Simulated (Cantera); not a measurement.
An isothermal, constant-pressure homogeneous reactor starts with N2O : H2O = 1 : 0.018 (molar parts), at 1250 K and 30.8 Torr. Integrator tolerance rtol = 1e-08.

Model: GRI-Mech 3.0 (53 species, 325 reactions), integrated in Cantera. GRI-Mech 3.0 was tuned for natural gas; its chemistry of N2O as a main component is partial and can be far from experiment. Radical loss at walls, strong at low pressure, is not modelled. The mechanism lacks the step 2 NO + O2 → 2 NO2, which can matter for NO2 below about 1400 K. The temperature is held fixed by assumption; the heat of reaction is taken as removed at once.

Task: What does this change do: temperature 1250 to 1150 K?

Result: 
```json
[
 {"quantity": "x(N2O) at 6.00 s", "before": "0.562 (gas-phase equilibrium 4.09e-9)", "after": "0.897 (gas-phase equilibrium 2.03e-9)"},
 {"quantity": "x(H2O) at 6.00 s", "before": "0.0152 (gas-phase equilibrium 0.0119)", "after": "0.0172 (gas-phase equilibrium 0.0119)"},
 {"quantity": "x(OH) at 6.00 s", "before": "2.31e-5 (gas-phase equilibrium 4.94e-6)", "after": "7.34e-6 (gas-phase equilibrium 1.27e-6)"},
 {"quantity": "x(H) at 6.00 s", "before": "5.29e-9 (gas-phase equilibrium 1.43e-10)", "after": "4.95e-10 (gas-phase equilibrium 7.79e-12)"},
 {"quantity": "x(HO2) at 6.00 s", "before": "1.44e-7 (gas-phase equilibrium 4.96e-9)", "after": "2.78e-7 (gas-phase equilibrium 1.63e-9)"},
 {"quantity": "x(H2) at 6.00 s", "before": "3.66e-8 (gas-phase equilibrium 3.54e-9)", "after": "7.75e-9 (gas-phase equilibrium 4.41e-10)"}
]
```

Task: What does this change do: pressure from 30.8 Torr to 660 Torr?

Result: 
```tsv
quantity	before	after
x(N2O) at 6.00 s	0.562 (gas-phase equilibrium 4.09e-9)	0.00355 (gas-phase equilibrium 1.90e-8)
x(H2O) at 6.00 s	0.0152 (gas-phase equilibrium 0.0119)	0.0119 (gas-phase equilibrium 0.0119)
x(OH) at 6.00 s	2.31e-5 (gas-phase equilibrium 4.94e-6)	3.41e-6 (gas-phase equilibrium 2.29e-6)
x(H) at 6.00 s	5.29e-9 (gas-phase equilibrium 1.43e-10)	3.72e-11 (gas-phase equilibrium 1.43e-11)
x(HO2) at 6.00 s	1.44e-7 (gas-phase equilibrium 4.96e-9)	1.26e-8 (gas-phase equilibrium 1.07e-8)
x(H2) at 6.00 s	3.66e-8 (gas-phase equilibrium 3.54e-9)	1.34e-9 (gas-phase equilibrium 7.65e-10)
```
